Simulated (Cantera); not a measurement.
Input: 1 mol Al2O3, 3.8 mol H2O, at 0.000380 bar.

Cantera equilibrium calculation (NASA polynomials, part measured and part estimated; ideal gas, pure solids and liquids). Candidate condensed phases: Al, Al2O3, H2O; 19 gas species. Kinetics and transport are ignored.

log p: log10 of the partial pressure in bar; n: condensed amount in mol.

```csv
T (K),log p H2O,log p H2,log p O2,log p OH,log p H,n Al2O3(s)
1075,-3.42,?,-8.59,-9.54,-11.97,1.00
1125,-3.42,?,-8.24,-9.10,-11.31,1.00
1175,-3.42,?,-7.91,-8.69,-10.71,1.00
1225,-3.42,?,-7.61,-8.32,-10.15,1.00
1275,-3.42,?,-7.34,-7.98,-9.64,1.00
1325,-3.42,?,-7.08,-7.67,-9.16,1.00
1375,-3.42,?,-6.84,-7.37,-8.72,1.00
1425,-3.42,?,-6.62,-7.10,-8.31,1.00
1475,-3.42,?,-6.42,-6.85,-7.93,1.00
1525,-3.42,?,-6.23,-6.61,-7.57,1.00
```

Q: Fill in the missing entries.

A: 
- 1075, log p H2: -8.28
- 1125, log p H2: -7.92
- 1175, log p H2: -7.59
- 1225, log p H2: -7.29
- 1275, log p H2: -7.01
- 1325, log p H2: -6.75
- 1375, log p H2: -6.51
- 1425, log p H2: -6.29
- 1475, log p H2: -6.08
- 1525, log p H2: -5.89
